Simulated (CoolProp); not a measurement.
A simple Rankine cycle with R124: condensing at 325.15 K, boiler at 2.56 MPa, turbine inlet 378.9 K, turbine efficiency 0.75, pump efficiency 0.8, no recuperator. Each further row changes one setting.

Model: reference Helmholtz-energy equation of state, de Vries 1995, in CoolProp.

```csv
case,thermal efficiency (%),net work (kJ/kg),heat in (kJ/kg),turbine exit temperature (K),volume ratio over the turbine
as stated,7.8,11.5,148,332.7,?
turbine inlet 398.9 K,?,13.9,174,359.4,?
condensing temperature 317.15 K,8.9,14.0,157,326.7,4.88
boiler pressure 1.79 MPa,?,9.69,164,?,2.35
turbine efficiency 0.65,6.6,9.70,148,334.7,3.95
```

Task: Some entries are withheld; supply them.

Result: 
- as stated, volume ratio over the turbine: 3.91
- turbine inlet 398.9 K, thermal efficiency (%): 8.0
- turbine inlet 398.9 K, volume ratio over the turbine: 3.53
- boiler pressure 1.79 MPa, thermal efficiency (%): 5.9
- boiler pressure 1.79 MPa, turbine exit temperature (K): 353.3
